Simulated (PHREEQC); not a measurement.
A column of 1 m (40 cells, dispersivity 0.035 m, 3600 s a shift, diffusion coefficient 3e-10 m²/s) holds 0.04 eq of the database's cation exchanger X per kg of pore water, first in equilibrium with 0.017 mol CdCl2, 0.0028 mol CaCl2 and 1e-05 mol HCl per kg of water. It is flushed with 0.0018 mol LiCl, 0.024 mol ZnCl2 and 1e-05 mol HCl per kg of water, at 25 °C. Values are for the last cell. The system is closed to CO2. No solid was allowed to form.

The series has 33 steps of pore volumes, from 0 to 4.013.

All values are PHREEQC results (ion-association model, phreeqc.dat), not measurements.

Task: After how many pore volumes does Zn at the outlet first reach half of its feed value?

Result: By 1.8 pore volumes.

Task: After how many pore volumes does Li at the outlet first reach half of its feed value?

Result: By 1.1 pore volumes.
